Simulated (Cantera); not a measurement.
Input (Python, Cantera):

```python
import numpy as np
import cantera as ct

gas = ct.Solution("gri30.yaml")
gas.TPX = 1725, 101325, {'CH4': 1, 'CO': 0.18, 'O2': 5.81, 'N2': 21.8, 'C2H6': 0.17}
reactor = ct.IdealGasReactor(gas, energy="on", clone=False)
net = ct.ReactorNet([reactor])
net.rtol, net.atol = 1e-08, 1e-16
show = ['CH4', 'CO', 'O2', 'NO', 'O']
times = np.geomspace(1e-06, 0.2, 10)

steps = ct.SolutionArray(gas, extra=["t"])
rows = []
print(f"{'t/s':>10s}{'T/K':>9s}{'P/Pa':>11s}" + "".join(f"{s:>11s}" for s in show))
for t in times:
    while net.time < t:
        t_next = net.step()
        steps.append(gas.state, t=t_next)
    rows.append([np.interp(t, steps.t, y) for y in (steps.T, steps.P, *steps(*show).X.T)])
    print(f"{t:10.3e}{rows[-1][0]:9.1f}{rows[-1][1]:11.4g}" + "".join(f"{x:11.3e}" for x in rows[-1][2:]))
rate = np.gradient(steps.T, steps.t)
print("integrator steps:", len(steps.t))
if steps.T.max() > steps.T[0] + 200:
    print(f"time of steepest temperature rise: {steps.t[rate.argmax()]:.4e} s")
gas.TPX = 1725, 101325, {'CH4': 1, 'CO': 0.18, 'O2': 5.81, 'N2': 21.8, 'C2H6': 0.17}
gas.equilibrate("UV")
print(f"equilibrium (UV): T = {gas.T:.1f} K  " + "  ".join(f"{s} {gas[s].X[0]:.3e}" for s in show))
```

It prints:

```
       t/s      T/K       P/Pa        CH4         CO         O2         NO          O
 1.000e-06   1724.0  1.013e+05  3.453e-02  6.215e-03  2.006e-01  5.670e-14  5.514e-07
 3.882e-06   1721.4  1.011e+05  3.449e-02  6.215e-03  2.005e-01  1.795e-12  3.867e-06
 1.507e-05   1720.6  1.013e+05  3.295e-02  6.483e-03  1.987e-01  1.741e-10  4.049e-05
 5.848e-05   2398.9  1.457e+05  3.103e-17  1.860e-02  1.036e-01  5.905e-05  1.998e-02
 2.270e-04   2662.0   1.59e+05  5.782e-18  1.010e-02  1.038e-01  1.160e-03  9.273e-03
 8.811e-04   2674.0  1.595e+05  5.750e-18  9.260e-03  1.019e-01  5.542e-03  8.244e-03
 3.420e-03   2660.1  1.585e+05  5.259e-18  8.947e-03  9.755e-02  1.485e-02  7.600e-03
 1.327e-02   2653.3  1.581e+05  5.031e-18  8.798e-03  9.550e-02  1.927e-02  7.304e-03
 5.153e-02   2653.3  1.581e+05  5.028e-18  8.796e-03  9.547e-02  1.933e-02  7.300e-03
 2.000e-01   2653.3  1.581e+05  5.028e-18  8.796e-03  9.547e-02  1.933e-02  7.300e-03
integrator steps: 1541
time of steepest temperature rise: 3.7379e-05 s
equilibrium (UV): T = 2653.3 K  CH4 7.365e-18  CO 8.796e-03  O2 9.547e-02  NO 1.933e-02  O 7.300e-03
```

Computed with Cantera and GRI-Mech 3.0 (53 species, 325 reactions).
